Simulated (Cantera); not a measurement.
Charge: 1 mol Fe2O3, 0.039 mol Cl2, held at 475 °C and 14.0 mbar.

These are equilibrium values from Cantera (NASA tables, ideal gas, pure condensed phases), not measurements of a reactor. Candidate condensed phases: Fe, FeCl2, FeCl3, FeO, Fe2O3, Fe3O4; 13 gas species. Condensed phases not in the tables: FeOCl. Rates play no part.

Base state: Cl2 0.995, FeCl3 0.00258, O2 0.00201, Fe2Cl6 4.98e-5, Cl 2.18e-5 (mole fractions); condensed: Fe2O3(s).

Problem. What changes in the equilibrium state with this change: 0.32 mol NH3 added?

Solution. 
```json
[
 {"species": "H2O", "before": "0", "after": "0.491"},
 {"species": "N2", "before": "0", "after": "0.236"},
 {"species": "H2", "before": "0", "after": "0.159"},
 {"species": "Cl2", "before": "0.995", "after": "<1e-9"},
 {"species": "HCl", "before": "0", "after": "0.115"},
 {"species": "FeCl2", "before": "8.81e-7", "after": "5.61e-5"},
 {"species": "O2", "before": "0.00201", "after": "<1e-9"},
 {"species": "FeCl3", "before": "0.00258", "after": "5.74e-9"},
 {"species": "Fe2Cl6", "before": "4.98e-5", "after": "<1e-9"},
 {"species": "Cl", "before": "2.18e-5", "after": "<1e-9"},
 {"species": "Fe2O3(s), mol", "before": "1.000", "after": "0"},
 {"species": "Fe3O4(s), mol", "before": "0", "after": "0.667"}
]
```
Further candidate phases: Fe(OH)2, Fe(OH)3, H2O, NH4Cl.

Problem. What changes in the equilibrium state with this change: temperature from 475 °C to 552 °C?

Solution. 
```tsv
species	before	after
Cl2	0.995	0.983
FeCl3	0.00258	0.00941
O2	0.00201	0.00719
FeCl2	8.81e-7	1.70e-5
Cl	2.18e-5	0.000138
Fe2O3(s), mol	1.000	1.000
```
